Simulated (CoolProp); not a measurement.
A single-stage vapour-compression cycle with the fluid: evaporating at 280.15 K (dew point), condensing at 307.15 K (bubble point), superheat 0 K, subcooling 2 K, compressor efficiency 0.75, no pressure losses. The same conditions are run with several fluids, on thermodynamics alone (safety and materials aside).

Values from CoolProp's reference Helmholtz-energy equation of state of each fluid (R407C: Lemmon 2003; c-C4F8 (RC318): Platzer 1990; ammonia: Gao 2020; R1224YDZ: Akasaka 2023; propylene: Lemmon 2013; R236FA: Pan 2012). The equations of Platzer and Polt are older, rougher fits. Blends and air are pseudo-pure fits.

```csv
fluid,cooling COP,pressure ratio,discharge temperature (K),refrigerating effect (kJ/kg),volumetric capacity (kJ/m³)
R407C,5.44,2.58,327.9,165,4110
c-C4F8 (RC318),6.61,2.45,307.1,84.3,1300
ammonia,…,2.37,…,1120,4920
R1224YDZ,7.06,2.71,…,145,712
propylene,…,2.01,318.8,301,4530
R236FA,6.87,2.55,307.1,124,1230
```

### Question
Some entries are withheld; supply them.

### Answer

- ammonia, cooling COP: 7.02
- ammonia, discharge temperature (K): 355.6
- R1224YDZ, discharge temperature (K): 310.5
- propylene, cooling COP: 6.71

The compression ends wet for: c-C4F8 (RC318); R236FA.
